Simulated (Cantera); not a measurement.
Carbothermic reduction: Ta2O5 + C + CO

A closed system holds: 1 mol Ta2O5, 0.69 mol C, 0.014 mol CO, equilibrated at 0.590 bar.

Method: chemical equilibrium by Gibbs-energy minimisation in Cantera with the NASA 1993 tables (ideal gas, pure condensed phases). Candidate condensed phases: C, Ta, TaC, Ta2O5; 15 gas species. Mutual solubility and eutectic melting of coexisting phases are not modelled. TaC: taken at fixed stoichiometry. Condensed phases not in the tables: Ta2C. Kinetics and transport are ignored.

```json
[
 {"T (°C)": "552", "x CO": "0.176", "x CO2": "0.824", "x TaO2": "<1e-12", "x TaO": "<1e-12", "n C(graphite)": "0.696", "n Ta2O5(s)": "1.00", "n TaC(s)": "0"},
 {"T (°C)": "652", "x CO": "0.520", "x CO2": "0.480", "x TaO2": "<1e-12", "x TaO": "<1e-12", "n C(graphite)": "0.695", "n Ta2O5(s)": "1.00", "n TaC(s)": "0"},
 {"T (°C)": "752", "x CO": "0.852", "x CO2": "0.148", "x TaO2": "<1e-12", "x TaO": "<1e-12", "n C(graphite)": "0.692", "n Ta2O5(s)": "1.00", "n TaC(s)": "0"},
 {"T (°C)": "852", "x CO": "0.968", "x CO2": "0.0323", "x TaO2": "<1e-12", "x TaO": "<1e-12", "n C(graphite)": "0.690", "n Ta2O5(s)": "1.00", "n TaC(s)": "0"},
 {"T (°C)": "952", "x CO": "0.992", "x CO2": "0.00778", "x TaO2": "<1e-12", "x TaO": "<1e-12", "n C(graphite)": "0.690", "n Ta2O5(s)": "1.00", "n TaC(s)": "0"},
 {"T (°C)": "1052", "x CO": "0.998", "x CO2": "0.00227", "x TaO2": "<1e-12", "x TaO": "<1e-12", "n C(graphite)": "0.690", "n Ta2O5(s)": "1.00", "n TaC(s)": "0"},
 {"T (°C)": "1152", "x CO": "0.998", "x CO2": "0.00179", "x TaO2": "<1e-12", "x TaO": "<1e-12", "n C(graphite)": "0", "n Ta2O5(s)": "0.901", "n TaC(s)": "0.197"},
 {"T (°C)": "1252", "x CO": "0.998", "x CO2": "0.00178", "x TaO2": "4.76e-12", "x TaO": "<1e-12", "n C(graphite)": "0", "n Ta2O5(s)": "0.901", "n TaC(s)": "0.197"},
 {"T (°C)": "1352", "x CO": "0.998", "x CO2": "0.00177", "x TaO2": "1.12e-10", "x TaO": "<1e-12", "n C(graphite)": "0", "n Ta2O5(s)": "0.901", "n TaC(s)": "0.197"},
 {"T (°C)": "1452", "x CO": "0.998", "x CO2": "0.00176", "x TaO2": "1.80e-9", "x TaO": "2.61e-11", "n C(graphite)": "0", "n Ta2O5(s)": "0.901", "n TaC(s)": "0.197"},
 {"T (°C)": "1552", "x CO": "0.998", "x CO2": "0.00175", "x TaO2": "2.12e-8", "x TaO": "4.76e-10", "n C(graphite)": "0", "n Ta2O5(s)": "0.901", "n TaC(s)": "0.197"},
 {"T (°C)": "1652", "x CO": "0.998", "x CO2": "0.00174", "x TaO2": "1.91e-7", "x TaO": "6.38e-9", "n C(graphite)": "0", "n Ta2O5(s)": "0.901", "n TaC(s)": "0.197"}
]
```
x: gas mole fraction; n: condensed amount in mol.

From 552 °C to 1052 °C the condensed part is C(graphite) + Ta2O5(s). From 1152 °C to 1652 °C the condensed part is TaC(s) + Ta2O5(s).
